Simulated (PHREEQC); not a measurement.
## Metal-bearing waste water (model solution)

Make-up at 17 °C: 0.67 mmol/kgw Pb(NO3)2, 0.12 mmol/kgw MgSO4 and 0.066 mmol/kgw NaCl. Closed to the air; pH follows from the charge balance.

Equilibrium calculation in PHREEQC: ion-association model, phreeqc.dat.

No solid was allowed to form.

### Question
Estimate the pH, specific conductance.

### Answer
pH 5.50; specific conductance 173 µS/cm.

### Question
In which forms is S present?

### Answer
SO4-2 80 %, PbSO4 19 %, MgSO4 1.2 % of the S.

The solution is supersaturated, for example in Anglesite, so a real one may precipitate; this is no full list.
